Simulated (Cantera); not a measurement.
Input (Python, Cantera) and output of one run.

```python
import numpy as np
import cantera as ct

gas_names = """
    H HI HO2 H2 H2O H2O2 I I2 Mg MgH MgI MgI2 MgO MgOH MgO2H2 Mg2 O OH O2 O3
""".split()
cond_names = """
    H2O(s) H2O(L) I2(cr) I2(L) Mg(cr) Mg(L) MgI2(s) MgI2(L) MgO(s) MgO(L) MgO2H2(s)
""".split()


# ... load() reads the species with a 1 bar reference pressure and builds the phases ...
atoms = {
    'MgO': {'Mg': 1, 'O': 1},
    'HI': {'H': 1, 'I': 1},
    'H2': {'H': 2},
}
top_T = {}  # K; cautious upper limits of use, not melting points


# ... equilibrate(T, P, feed) seeds the gas with the atoms and calls Mixture.equilibrate('TP', solver="vcs", rtol=1e-11, max_steps=5000) ...
results = []
feed = {'MgO': 1, 'HI': 0.03, 'H2': 0.17}  # mol
P = 2400  # Pa
for T in [923, 973, 1023, 1073, 1123, 1173, 1223, 1273, 1323, 1373, 1423]:
    mix = equilibrate(T, P, feed)
    results.append((T, P, feed, dict(zip(mix.species_names, mix.species_moles))))
    x = sorted(zip(gas.X, gas.species_names), reverse=True)
    print(f"T = {T:g} K  P = {P:g} Pa  gas = {mix.phase_moles(0):.4g} mol")
    print("   x: " + "  ".join(f"{s} {v:.3e}" for v, s in x if v > 0.0001))
    print("   condensed (mol): " + ("  ".join(f"{mix.phase(i).name} {mix.phase_moles(i):.4g}"
          for i in range(1, mix.n_phases) if mix.phase_moles(i) > 1e-12) or "none"))
```

Output:

```
T = 923 K  P = 2400 Pa  gas = 0.2004 mol
   x: H2 8.511e-01  HI 1.429e-01  I 4.456e-03  I2 7.232e-04  H2O 4.520e-04  MgI2 4.520e-04
   condensed (mol): MgO(s) 0.9999
T = 973 K  P = 2400 Pa  gas = 0.2008 mol
   x: H2 8.513e-01  HI 1.389e-01  I 7.581e-03  I2 7.481e-04  H2O 7.026e-04  MgI2 7.026e-04
   condensed (mol): MgO(s) 0.9999
T = 1023 K  P = 2400 Pa  gas = 0.2012 mol
   x: H2 8.517e-01  HI 1.335e-01  I 1.207e-02  H2O 1.028e-03  MgI2 1.028e-03  I2 7.487e-04
   condensed (mol): MgO(s) 0.9998
T = 1073 K  P = 2400 Pa  gas = 0.2018 mol
   x: H2 8.521e-01  HI 1.263e-01  I 1.807e-02  H2O 1.422e-03  MgI2 1.422e-03  I2 7.217e-04
   condensed (mol): MgO(s) 0.9997
T = 1123 K  P = 2400 Pa  gas = 0.2026 mol
   x: H2 8.526e-01  HI 1.175e-01  I 2.555e-02  H2O 1.866e-03  MgI2 1.866e-03  I2 6.682e-04
   condensed (mol): MgO(s) 0.9996
T = 1173 K  P = 2400 Pa  gas = 0.2035 mol
   x: H2 8.532e-01  HI 1.073e-01  I 3.425e-02  H2O 2.332e-03  MgI2 2.332e-03  I2 5.935e-04
   condensed (mol): MgO(s) 0.9995
T = 1223 K  P = 2400 Pa  gas = 0.2045 mol
   x: H2 8.538e-01  HI 9.637e-02  I 4.376e-02  H2O 2.788e-03  MgI2 2.787e-03  I2 5.068e-04
   condensed (mol): MgO(s) 0.9994
T = 1273 K  P = 2400 Pa  gas = 0.2055 mol
   x: H2 8.544e-01  HI 8.519e-02  I 5.355e-02  H2O 3.204e-03  MgI2 3.202e-03  I2 4.175e-04
   condensed (mol): MgO(s) 0.9993
T = 1323 K  P = 2400 Pa  gas = 0.2065 mol
   x: H2 8.551e-01  HI 7.434e-02  I 6.314e-02  H2O 3.560e-03  MgI2 3.554e-03  I2 3.339e-04
   condensed (mol): MgO(s) 0.9993
T = 1373 K  P = 2400 Pa  gas = 0.2075 mol
   x: H2 8.556e-01  I 7.214e-02  HI 6.424e-02  H2O 3.847e-03  MgI2 3.831e-03  I2 2.610e-04
   condensed (mol): MgO(s) 0.9992
T = 1423 K  P = 2400 Pa  gas = 0.2084 mol
   x: H2 8.562e-01  I 8.033e-02  HI 5.515e-02  H2O 4.066e-03  MgI2 4.030e-03  I2 2.007e-04
   condensed (mol): MgO(s) 0.9992
```

Cantera equilibrium calculation (NASA polynomials, part measured and part estimated; ideal gas, pure solids and liquids).
